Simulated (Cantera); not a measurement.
Charge: 1 mol SiO₂, 0.43 mol Al₂O₃, 2.2 mol H₂, held at 1100 °C and 13.3 mbar.

Equilibrium computed with Cantera from the NASA thermochemical tables; the gas is ideal and each condensed phase is pure. Candidate condensed phases: Al, Al₂O₃, Al₂SiO₅, Al₆Si₂O₁₃, H₂O, Si, SiO₂; 28 gas species. Mutual solubility and eutectic melting of coexisting phases are not modelled. The tables hold silica as quartz up to 1696 K and as liquid above; real silica turns to tridymite and cristobalite and melts near 1996 K. Condensed phases not in the tables: alloys, solid solutions and most ternary compounds. Rates play no part.

Base state: H₂ 1.000, H₂O 4.80e-5, SiO 4.80e-5, H 2.88e-5 (mole fractions); condensed: Al₆Si₂O₁₃(mullite) + SiO₂(β-quartz).

Problem. What changes in the equilibrium state with this change: temperature from 1100 °C to 1600 °C?

Solution. 
| species | before | after |
|---|---|---|
| H₂ | 1.000 | 0.945 |
| SiO | 4.80e-5 | 0.0247 |
| H₂O | 4.80e-5 | 0.0247 |
| OH | <1e-9 | 1.10e-5 |
| H | 2.88e-5 | 0.00544 |
| Al₆Si₂O₁₃(mullite), mol | 0.143 | 0.143 |
| SiO₂(β-quartz), mol | 0.713 | 0 |
| SiO₂(condensed), mol | 0 | 0.657 |

Problem. What changes in the equilibrium state with this change: 0.24 mol NH₃ added?

Solution. 
```
species                   before    after
-----------------------  -------  -------
H₂                         1.000    0.955
N₂                             0   0.0448
H₂O                      4.80e-5  4.69e-5
SiO                      4.80e-5  4.69e-5
H                        2.88e-5  2.82e-5
Al₆Si₂O₁₃(mullite), mol    0.143    0.143
SiO₂(β-quartz), mol        0.713    0.713
```
Further candidate phases: AlN, Si₂N₂O, Si₃N₄.

Problem. What changes in the equilibrium state with this change: temperature from 1100 °C to 2400 °C?

Solution. 
| species | before | after |
|---|---|---|
| SiO | 4.80e-5 | 0.260 |
| H₂ | 1.000 | 0.257 |
| H | 2.88e-5 | 0.225 |
| OH | <1e-9 | 0.0403 |
| O | <1e-9 | 0.0226 |
| H₂O | 4.80e-5 | 0.185 |
| AlO₂H | <1e-9 | 0.000921 |
| O₂ | <1e-9 | 0.00656 |
| SiO₂ | <1e-9 | 0.00154 |
| AlO | <1e-9 | 0.000906 |
| AlOH | <1e-9 | 0.000364 |
| Al₆Si₂O₁₃(mullite), mol | 0.143 | 0 |
| SiO₂(β-quartz), mol | 0.713 | 0 |
| Al₂O₃(l), mol | 0 | 0.425 |
The tables' values for SiO₂, AlOH are old estimates; treat these amounts as uncertain.
